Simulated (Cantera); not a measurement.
**Thermodynamics of abatement and gas-phase synthesis, feed CS2 + SO2 + O2**

Charge: 1 mol CS2, 0.27 mol SO2, 0.59 mol O2, equilibrated at 99.0 Pa.

Equilibrium computed with Cantera from the NASA thermochemical tables; the gas is ideal and each condensed phase is pure. Candidate condensed phases: C, S; 22 gas species. The numbers say what is thermodynamically allowed, not how fast it happens.

```tsv
T (K)	x S	x CO	x O	x SO	x S2	x SO2	x CO2
2673	0.466	0.300	0.0356	0.153	0.0287	0.0118	0.00378
2723	0.482	0.294	0.0489	0.140	0.0214	0.00933	0.00329
2773	0.496	0.288	0.0646	0.124	0.0160	0.00701	0.00279
2823	0.509	0.282	0.0817	0.107	0.0120	0.00497	0.00230
2873	0.520	0.276	0.0989	0.0889	0.00909	0.00331	0.00184
2923	0.530	0.271	0.115	0.0719	0.00690	0.00209	0.00144
2973	0.539	0.266	0.129	0.0566	0.00526	0.00126	0.00110
3023	0.546	0.263	0.141	0.0438	0.00403	0.000729	0.000831
3073	0.551	0.260	0.151	0.0334	0.00310	0.000413	0.000622
3123	0.555	0.258	0.158	0.0252	0.00239	0.000231	0.000465
3173	0.559	0.256	0.164	0.0190	0.00185	0.000128	0.000347
3223	0.561	0.255	0.168	0.0143	0.00145	7.12e-5	0.000259
3273	0.563	0.254	0.171	0.0108	0.00113	3.97e-5	0.000195
```
x: gas mole fraction; nothing condenses.

From 2673 K to 3273 K nothing is condensed. The main C-bearing gas is CO throughout.
